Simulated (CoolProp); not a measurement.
A single-stage vapour-compression cycle with hexamethyldisiloxane (MM): evaporating at 329.15 K (dew point), condensing at 389.15 K (bubble point), superheat 5 K, subcooling 8 K, compressor efficiency 0.65, no pressure losses. Each further row changes one setting.

The numbers come from the reference Helmholtz-energy equation of state, Thol 2016 in CoolProp.

```
case                              cooling COP  pressure ratio  discharge temperature (K)  refrigerating effect (kJ/kg)  volumetric capacity (kJ/m³)
--------------------------------  -----------  --------------  -------------------------  ----------------------------  ---------------------------
as stated                                2.49            6.94                      389.1                           115                          154
evaporating temperature 334.15 K         2.90            5.72                      389.1                           123                          197
condensing temperature 384.15 K          2.88            6.07                      384.1                           126                          168
subcooling 13 K                          2.72            6.94                      389.1                           126                          168
superheat 15 K                           2.63            6.94                      389.1                           131                          170
compressor efficiency 0.55               2.10            6.94                      389.1                           115                          154
```

The compression ends wet for: as stated; evaporating temperature 334.15 K; condensing temperature 384.15 K; subcooling 13 K; superheat 15 K; compressor efficiency 0.55.
